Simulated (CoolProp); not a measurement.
c-C4F8 (RC318) at 298.15 K and 10.4 MPa is throttled through a valve to 1.4 MPa with no heat exchange. Each further row changes one setting.

Model: reference Helmholtz-energy equation of state, Platzer 1990, in CoolProp. This equation is an older, rougher fit; its heat capacities, sound speeds and derivatives of the liquid may be far off and weren't checked against measurements.

```json
[
 {"case": "as stated", "temperature change (K)": "+1.6", "final density (kg/m³)": "1500"},
 {"case": "outlet pressure 0.42 MPa", "temperature change (K)": "+1.7", "final density (kg/m³)": "1490"},
 {"case": "outlet pressure 1.82 MPa", "temperature change (K)": "+1.5", "final density (kg/m³)": "1500"}
]
```
